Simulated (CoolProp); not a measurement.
A single-stage vapour-compression cycle with cyclopropane: evaporating at 304.15 K (dew point), condensing at 358.15 K (bubble point), superheat 8 K, subcooling 8 K, compressor efficiency 0.6, no pressure losses. Each further row changes one setting.

Model: reference Helmholtz-energy equation of state, Polt 1992, in CoolProp. This equation is an older, rougher fit; its heat capacities, sound speeds and derivatives of the liquid may be far off and weren't checked against measurements.

```json
[
 {"case": "as stated", "cooling COP": "2.65", "pressure ratio": "3.28", "discharge temperature (K)": "395.6", "refrigerating effect (kJ/kg)": "291", "volumetric capacity (kJ/m³)": "4610"},
 {"case": "evaporating temperature 309.15 K", "cooling COP": "3.03", "pressure ratio": "2.88", "discharge temperature (K)": "392.1", "refrigerating effect (kJ/kg)": "295", "volumetric capacity (kJ/m³)": "5290"},
 {"case": "condensing temperature 353.15 K", "cooling COP": "3.03", "pressure ratio": "2.98", "discharge temperature (K)": "389.0", "refrigerating effect (kJ/kg)": "305", "volumetric capacity (kJ/m³)": "4830"},
 {"case": "subcooling 13 K", "cooling COP": "2.78", "pressure ratio": "3.28", "discharge temperature (K)": "395.6", "refrigerating effect (kJ/kg)": "305", "volumetric capacity (kJ/m³)": "4830"},
 {"case": "superheat 18 K", "cooling COP": "2.67", "pressure ratio": "3.28", "discharge temperature (K)": "405.6", "refrigerating effect (kJ/kg)": "308", "volumetric capacity (kJ/m³)": "4640"},
 {"case": "compressor efficiency 0.5", "cooling COP": "2.21", "pressure ratio": "3.28", "discharge temperature (K)": "405.3", "refrigerating effect (kJ/kg)": "291", "volumetric capacity (kJ/m³)": "4610"}
]
```
